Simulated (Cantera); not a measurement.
**Hydrocarbon pyrolysis for carbon deposition**

A perfectly stirred reactor is fed with 6.25 % CH4, 93.8 % H2, at 130 Pa; it is held at 1825 K, and followed from long to short residence time.

Detailed kinetics in Cantera: GRI-Mech 3.0 (53 species, 325 reactions). GRI-Mech 3.0 stops at C3 and has no aromatics, soot or wall deposition, so with more carbon than oxygen in the feed, carbon stays in small species such as C2H2 where larger ones or solid carbon would form. Radical loss at walls, strong at low pressure, is not modelled.

```json
[
 {"τ (s)": "15", "x CH4": "0.00665", "x H2": "0.963", "x C2H": "1.12e-6", "x H": "0.00427", "x C2H2": "0.0259", "x C2H4": "1.32e-5", "x C2H6": "1.58e-7"},
 {"τ (s)": "3.6", "x CH4": "0.0167", "x H2": "0.958", "x C2H": "6.78e-7", "x H": "0.00320", "x C2H2": "0.0209", "x C2H4": "5.44e-5", "x C2H6": "7.30e-7"},
 {"τ (s)": "0.84", "x CH4": "0.0347", "x H2": "0.949", "x C2H": "2.98e-7", "x H": "0.00242", "x C2H2": "0.0120", "x C2H4": "0.000169", "x C2H6": "2.27e-6"},
 {"τ (s)": "0.19", "x CH4": "0.0551", "x H2": "0.939", "x C2H": "3.60e-8", "x H": "0.00144", "x C2H2": "0.00242", "x C2H4": "0.000232", "x C2H6": "2.81e-6"},
 {"τ (s)": "0.045", "x CH4": "0.0618", "x H2": "0.937", "x C2H": "1.46e-10", "x H": "0.000402", "x C2H2": "3.51e-5", "x C2H4": "3.28e-5", "x C2H6": "4.07e-7"},
 {"τ (s)": "0.011", "x CH4": "0.0624", "x H2": "0.937", "x C2H": "<1e-12", "x H": "9.73e-5", "x C2H2": "1.42e-7", "x C2H4": "8.67e-7", "x C2H6": "2.50e-8"},
 {"τ (s)": "0.0024", "x CH4": "0.0625", "x H2": "0.937", "x C2H": "<1e-12", "x H": "2.14e-5", "x C2H2": "2.95e-10", "x C2H4": "9.71e-9", "x C2H6": "8.17e-10"},
 {"τ (s)": "0.00057", "x CH4": "0.0625", "x H2": "0.937", "x C2H": "<1e-12", "x H": "5.22e-6", "x C2H2": "<1e-12", "x C2H4": "1.09e-10", "x C2H6": "1.70e-11"}
]
```
x: mole fraction; the columns are a selection and need not sum to one.
